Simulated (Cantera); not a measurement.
Source: NASA polynomial tables (part measured, part estimated), evaluated in Cantera. Values are per mole of reaction as written; species without (g) are pure solids or liquids, kept so even where they would boil at 1 bar.

Problem. Between 1623 and 2223 K, where is each reaction favourable under standard conditions?
- Pb + 2 NO(g) = PbO(g) + N2O(g)

Solution. 
- Pb + 2 NO(g) = PbO(g) + N2O(g): ΔG° is 33 kJ at 1623 K and 61 kJ at 2223 K; it stays positive (K < 1). ΔH° is -45 kJ and ΔS° -48 J/K at 2223 K.
